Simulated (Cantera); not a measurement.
Mixture: 18.3 % H2, 17.1 % O2, 64.5 % N2, at 1.01 bar, adiabatic and at constant pressure. Ignition delay is the time to a rise of 400 K.

Computed with Cantera and GRI-Mech 3.0 (53 species, 325 reactions). Where the delays flatten at high temperature, the 400 K rule measures the pace of heat release, not the induction time.

Question: Predict: delay at 1175 K; delay at 1250 K; delay at 1325 K; delay at 1400 K; delay at 1475 K; delay at 1550 K; delay at 1625 K.

Answer: 
| Quantity | Result |
|---|---|
| delay at 1175 K | 57.1 µs |
| delay at 1250 K | 40.5 µs |
| delay at 1325 K | 31.6 µs |
| delay at 1400 K | 26.6 µs |
| delay at 1475 K | 24.0 µs |
| delay at 1550 K | 22.9 µs |
| delay at 1625 K | 22.8 µs |
